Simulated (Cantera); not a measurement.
Input: 1 mol Fe3O4, 990 mol H2, 54 mol N2, held at 527 °C and 100 Torr.

Method: chemical equilibrium by Gibbs-energy minimisation in Cantera with the NASA 1993 tables (ideal gas, pure condensed phases). Candidate condensed phases: Fe, FeO, Fe(OH)2, Fe(OH)3, Fe2O3, Fe3O4, H2O; 27 gas species. Rates play no part.

Base state: H2 0.944, N2 0.0517, H2O 0.00383, NH3 8.32e-5 (mole fractions); condensed: Fe(α).

Task: What changes in the equilibrium state with this change: temperature from 527 °C to 1650 °C?

Result: 
| species | before | after |
|---|---|---|
| H2 | 0.944 | 0.941 |
| N2 | 0.0517 | 0.0516 |
| H2O | 0.00383 | 0.00382 |
| H | <1e-9 | 0.00250 |
| Fe | <1e-9 | 0.00111 |
| NH3 | 8.32e-5 | 6.35e-7 |
| Fe(α), mol | 3.00 | 0 |
| Fe(l), mol | 0 | 1.84 |
